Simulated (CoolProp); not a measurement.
Decamethyltetrasiloxane (MD2M) along the isotherm 326.85 °C: density (kg/m³) from the reference equation and from simpler models built on Tc = 326.2 °C, pc = 1.144 MPa, ω = 0.635; each cubic takes its own stable root.

The numbers come from the reference Helmholtz-energy equation of state, Thol 2017 in CoolProp.

| p (MPa) | phase | reference |
|---|---|---|
| 0.0181 | gas | 1.133 |
| 0.0305 | gas | 1.916 |
| 0.0515 | gas | 3.255 |
| 0.0869 | gas | 5.549 |
| 0.147 | gas | 9.559 |
| 0.248 | gas | 16.66 |
| 0.418 | gas | 29.85 |
| 0.705 | gas | 57.71 |
| 1.19 | supercritical | 369.5 |
| 2.01 | supercritical | 470.0 |
| 3.39 | supercritical | 511.7 |
| 5.72 | supercritical | 548.5 |

Q: How far does each simpler model (ideal gas, van der Waals, Soave-Redlich-Kwong) lie from the reference over these 12 states: mean and median of the absolute difference, and the worst?

A: 
- ideal gas: mean 25.1 %, median 10.1 %, worst -79.9 % at 326.85 °C and 1.19 MPa
- van der Waals: mean 10.7 %, median 0.7 %, worst -34.6 % at 326.85 °C and 1.19 MPa
- Soave-Redlich-Kwong: mean 5.5 %, median 0.7 %, worst -25.3 % at 326.85 °C and 1.19 MPa
